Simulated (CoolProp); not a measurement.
Vapour-liquid equilibrium of dimethyl carbonate (1) + cyclohexane (2) at 199.95 °C; x and y are mole fractions of (1).

Computed with CoolProp (multi-fluid Helmholtz-energy mixture model, Zhou 2011 and Zhou 2014; pair parameters Bell 2016).

### Question
Give the bubble pressure and the first vapour's composition at x = 0.25, 0.85, 0.95. Is there an azeotrope?

### Answer
x = 0.25: 1.649 MPa, y = 0.320; x = 0.85: 1.553 MPa, y = 0.774; x = 0.95: 1.428 MPa, y = 0.909. y crosses x between x = 0.45 and 0.55: the model has an azeotrope there.

The pair parameters rest on a limited set of measurements; away from them the model extrapolates.
